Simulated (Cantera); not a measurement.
Cantera run, input and output.

```python
import numpy as np
import cantera as ct

gas = ct.Solution("SiF4_NH3_mec.yaml", "gas")
gas.TPX = 1750, 13332, {'NH3': 1, 'H2': 3.7}
reactor = ct.IdealGasConstPressureReactor(gas, energy="off", clone=False)
net = ct.ReactorNet([reactor])
net.rtol, net.atol = 1e-08, 1e-18
show = ['NH3', 'H2', 'H', 'N2', 'NH2', 'N2H4', 'N']
times = np.geomspace(5e-05, 8, 13)

steps = ct.SolutionArray(gas, extra=["t"])
rows = []
print(f"{'t/s':>10s}{'T/K':>9s}{'P/Pa':>11s}" + "".join(f"{s:>11s}" for s in show))
for t in times:
    while net.time < t:
        t_next = net.step()
        steps.append(gas.state, t=t_next)
    rows.append([np.interp(t, steps.t, y) for y in (steps.T, steps.P, *steps(*show).X.T)])
    print(f"{t:10.3e}{rows[-1][0]:9.1f}{rows[-1][1]:11.4g}" + "".join(f"{x:11.3e}" for x in rows[-1][2:]))
rate = np.gradient(steps.T, steps.t)
print("integrator steps:", len(steps.t))
if steps.T.max() > steps.T[0] + 200:
    print(f"time of steepest temperature rise: {steps.t[rate.argmax()]:.4e} s")
gas.TPX = 1750, 13332, {'NH3': 1, 'H2': 3.7}
gas.equilibrate("TP")
print(f"equilibrium (TP): T = {gas.T:.1f} K  " + "  ".join(f"{s} {gas[s].X[0]:.3e}" for s in show))
```

Output:

```
       t/s      T/K       P/Pa        NH3         H2          H         N2        NH2       N2H4          N
 5.000e-05   1750.0  1.333e+04  2.128e-01  7.872e-01  7.889e-07  9.522e-14  5.598e-07  1.682e-13  5.478e-15
 1.357e-04   1750.0  1.333e+04  2.128e-01  7.872e-01  2.145e-06  8.064e-12  1.516e-06  1.376e-12  1.350e-13
 3.684e-04   1750.0  1.333e+04  2.128e-01  7.872e-01  5.825e-06  4.413e-10  4.109e-06  1.054e-11  2.911e-12
 1.000e-03   1750.0  1.333e+04  2.128e-01  7.872e-01  1.580e-05  1.565e-08  1.114e-05  7.859e-11  5.960e-11
 2.714e-03   1750.0  1.333e+04  2.127e-01  7.872e-01  4.260e-05  4.316e-07  3.002e-05  5.736e-10  1.171e-09
 7.368e-03   1750.0  1.333e+04  2.126e-01  7.872e-01  1.073e-04  1.092e-05  7.557e-05  3.635e-09  1.846e-08
 2.000e-02   1750.0  1.333e+04  2.123e-01  7.873e-01  1.694e-04  1.495e-04  1.190e-04  9.010e-09  7.137e-08
 5.429e-02   1750.0  1.333e+04  2.110e-01  7.881e-01  1.735e-04  6.727e-04  1.211e-04  9.324e-09  7.599e-08
 1.474e-01   1750.0  1.333e+04  2.076e-01  7.901e-01  1.749e-04  2.081e-03  1.198e-04  9.121e-09  7.601e-08
 4.000e-01   1750.0  1.333e+04  1.987e-01  7.953e-01  1.786e-04  5.753e-03  1.163e-04  8.597e-09  7.605e-08
 1.086e+00   1750.0  1.333e+04  1.769e-01  8.081e-01  1.884e-04  1.473e-02  1.075e-04  7.347e-09  7.607e-08
 2.947e+00   1750.0  1.333e+04  1.316e-01  8.347e-01  2.137e-04  3.342e-02  8.783e-05  4.902e-09  7.558e-08
 8.000e+00   1750.0  1.333e+04  6.551e-02  8.735e-01  2.765e-04  6.067e-02  5.405e-05  1.854e-09  7.198e-08
integrator steps: 574
equilibrium (TP): T = 1750.0 K  NH3 1.106e-06  H2 9.117e-01  H 6.122e-04  N2 8.769e-02  NH2 1.937e-09  N2H4 2.399e-18  N 1.183e-11
```

Cantera simulation using the gas-phase N/H chemistry of the illustrative SiF4/NH3 mechanism in the Surface Chemkin manual (1991); the numbers are that mechanism's predictions, not measurements. Walls and surfaces, which speed up NH3 decomposition in real reactors, are not modelled.
